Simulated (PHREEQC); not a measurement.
Consider water at 25 °C with 2.2 mol/kgw KCl, 0.09 mol/kgw NaHCO3 and 0.77 mol/kgw NaCl. Closed to the air; pH follows from the charge balance.

Equilibrium calculation in PHREEQC: Pitzer model, pitzer.dat.

```
quantity                   before    after
------------------------  -------  -------
pH                           7.66     7.55
ionic strength (mol/kgw)     3.06     3.06
HCO3- (mol/kgw)            0.0866   0.0858
CO2 (mol/kgw)             0.00170  0.00209
CO3-2 (mol/kgw)           0.00170  0.00208
SI of Sylvite (KCl)         -0.56    -0.84
SI of Halite (NaCl)         -1.57    -1.59
```

### Question
Which change was made?
(A) temperature from 25 to 65 °C
(B) NaHCO3 from 0.09 to 0.9 mol/kgw
(C) NaHCO3 from 0.09 to 0.018 mol/kgw
(D) diluted 2-fold with water

### Answer
A, temperature from 25 to 65 °C

Precipitation was switched off in this run. In brines, pH and single-ion activities rest on the MacInnes convention. Constants without temperature data keep their 25 °C values here.
